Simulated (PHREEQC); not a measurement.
**Leach liquor**

Consider water at 25 °C with 0.027 mol/kgw HCl and 0.0017 mol/kgw LiCl. Closed to the air; pH follows from the charge balance.

Model: ion-association model, wateq4f.dat, run in PHREEQC.

No solid was allowed to form.

Q: What pH does the model give?

A: pH 1.63.

Species that the database lacks are ignored.
